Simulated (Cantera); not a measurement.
A closed system holds: 1 mol B2H6, 0.21 mol O2, 110 mol N2, equilibrated at 35000 Pa.

Cantera equilibrium calculation (NASA polynomials, part measured and part estimated; ideal gas, pure solids and liquids). Candidate condensed phases: B, BN, B2O3, B3O3H3, H2O; 39 gas species. The feed counts by its element totals alone. N2 is the only nitrogen source here; it is nearly inert below about 1500 K, so the nitride shown seldom forms there in practice. Mutual solubility and eutectic melting of coexisting phases are not modelled. The numbers say what is thermodynamically allowed, not how fast it happens.

Problem. What share of the B ends up in condensed phases as a function of T (K), at 873, 1023, 1173, 1323, 1473, 1623, 1773, 1923, 2073, 2223, 2373?

Solution. 
```csv
T (K),B condensed (%),as
873,100.0,BN(s) + B2O3(l)
1023,100.0,BN(s) + B2O3(l)
1173,99.9,BN(s) + B2O3(l)
1323,99.5,BN(s) + B2O3(l)
1473,97.2,BN(s) + B2O3(l)
1623,87.8,BN(s)
1773,85.7,BN(s)
1923,82.8,BN(s)
2073,80.1,BN(s)
2223,79.1,BN(s)
2373,78.8,BN(s)
```
